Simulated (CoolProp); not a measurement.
Values from CoolProp's reference Helmholtz-energy equation of state, Akasaka 2024.

Question: Give the vapour pressure (kPa), liquid density (kg/m³), enthalpy of vaporisation (kJ/kg), vapour Z of saturated R1132(E) at -19.55, 42.75 °C.

Answer: 
```
T (°C)  p (kPa)  liquid density (kg/m³)  enthalpy of vaporisation (kJ/kg)  vapour Z
------  -------  ----------------------  --------------------------------  --------
-19.55      422                    1060                               275     0.909
42.75      2560                     840                               181     0.678
```
